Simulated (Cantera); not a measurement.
# Equilibrium for carbon deposition, reforming and gasification: acetone + H2O + N2 + H2

Input: 1 mol acetone, 0.94 mol H2O, 0.68 mol N2, 4.2 mol H2.

Equilibrium computed with Cantera from the NASA thermochemical tables; the gas is ideal and each condensed phase is pure. Candidate condensed phases: C, C6H6, C7H8, C8H18, H2O; 136 gas species. The feed counts by its element totals alone. The ideal-gas law is rough above about 30 bar. Equilibrium is a limit: real reactors are often held back by kinetics, nucleation or transport.

Problem. Map the stable condensed phases over T = 798, 898, 998, 1098, 1198, 1298, 1398, 1498, 1598, 1698, 1798, 1898, 1998, 2098 K and P in Pa = 10, 56, 320, 1800, 10000, 56000, 320000, 1800000, 10000000.

Solution. 
```
T in K \ P in Pa
               10       56      320     1800    10000    56000   320000  1800000 10000000
   2098         A        A        A        A        A        A        A        A        A
   1998         A        A        A        A        A        A        A        A        A
   1898         A        A        A        A        A        A        A        A        A
   1798         A        A        A        A        A        A        A        A        A
   1698         A        A        A        A        A        A        A        A        A
   1598         A        A        A        A        A        A        A        A        A
   1498         A        A        A        A        A        A        A        A        A
   1398         A        A        A        A        A        A        A        A        A
   1298         A        A        A        A        A        A        A        A        A
   1198         A        A        A        A        A        A        A        A        B
   1098         A        A        A        A        A        A        A        A        B
    998         A        A        A        A        A        A        A        A        B
    898         A        A        A        A        A        A        A        A        B
    798         A        A        A        A        A        A        A        B        B
```
A: C; B: gas only.
